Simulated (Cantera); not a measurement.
A perfectly stirred reactor is fed with C₂H₄ : H₂ = 1 : 6.2 (molar parts), at 100.0 Torr; it is held at 1425 K, and followed from long to short residence time.

Computed with Cantera and GRI-Mech 3.0 (53 species, 325 reactions). GRI-Mech 3.0 was tuned for natural gas; its chemistry of ethylene as a main component is partial and can be far from experiment. GRI-Mech 3.0 stops at C3 and has no aromatics, soot or wall deposition, so with more carbon than oxygen in the feed, carbon stays in small species such as C2H2 where larger ones or solid carbon would form.

Q: Predict: x(C₂H₄) at τ = 0.920 s; x(H₂) at τ = 0.920 s; x(C₂H₆) at τ = 0.920 s; x(C₂H₂) at τ = 0.920 s; x(H) at τ = 0.920 s; x(C₂H₄) at τ = 79.0 ms; x(H₂) at τ = 79.0 ms; x(C₂H₆) at τ = 79.0 ms; x(C₂H₂) at τ = 79.0 ms; x(H) at τ = 79.0 ms.

A: 
```
Property                 Result
----------------------  -------
x(C₂H₄) at τ = 0.920 s   0.0156
x(H₂) at τ = 0.920 s      0.873
x(C₂H₆) at τ = 0.920 s  1.92e-5
x(C₂H₂) at τ = 0.920 s    0.106
x(H) at τ = 0.920 s     2.85e-5
x(C₂H₄) at τ = 79.0 ms   0.0638
x(H₂) at τ = 79.0 ms      0.869
x(C₂H₆) at τ = 79.0 ms  7.39e-5
x(C₂H₂) at τ = 79.0 ms   0.0652
x(H) at τ = 79.0 ms     2.75e-5
```
